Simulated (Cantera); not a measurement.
Input: 1 mol SiH₂Cl₂, 0.15 mol CH₄, 3.5 mol H₂, at 0.130 bar.

These are equilibrium values from Cantera (NASA tables, ideal gas, pure condensed phases), not measurements of a reactor. Candidate condensed phases: C, C₆H₆, C₇H₈, C₈H₁₈, Si, SiC; 109 gas species. Mutual solubility and eutectic melting of coexisting phases are not modelled. Gases not in the tables: Si₂H₆ and higher silanes. Kinetics and transport are ignored.

**Question.** Which condensed phases are stable at each of these points (T (K)): 1998, 2098, 2198, 2298, 2398, 2498, 2598?

**Answer.** 
```
T (K)  condensed phases  Si condensed (%)
-----  ----------------  ----------------
1998     Si(l) + SiC(s)              47.8
2098     Si(l) + SiC(s)              48.9
2198     Si(l) + SiC(s)              48.8
2298     Si(l) + SiC(s)              46.2
2398     Si(l) + SiC(s)              38.4
2498     Si(l) + SiC(s)              19.1
2598             SiC(s)               2.2
```

From 1998 K to 2498 K the condensed part is Si(l) + SiC(s). At 2598 K the condensed part is SiC(s).
